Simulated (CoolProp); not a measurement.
Model: reference Helmholtz-energy equation of state, Span 2000, in CoolProp.

**Question.** For nitrogen, give the phase and the viscosity (µPa s), Prandtl number at -93.55 °C and 40.7 bar; -76.45 °C and 40.7 bar; 26.45 °C and 40.7 bar.

**Answer.** 
- -93.55 °C and 40.7 bar: supercritical; viscosity 13.3, Prandtl number 0.881
- -76.45 °C and 40.7 bar: supercritical; viscosity 14.0, Prandtl number 0.831
- 26.45 °C and 40.7 bar: supercritical; viscosity 18.5, Prandtl number 0.739

Viscosity comes from a separate model (Lemmon 2004). Thermal conductivity comes from a separate model (Lemmon 2004).
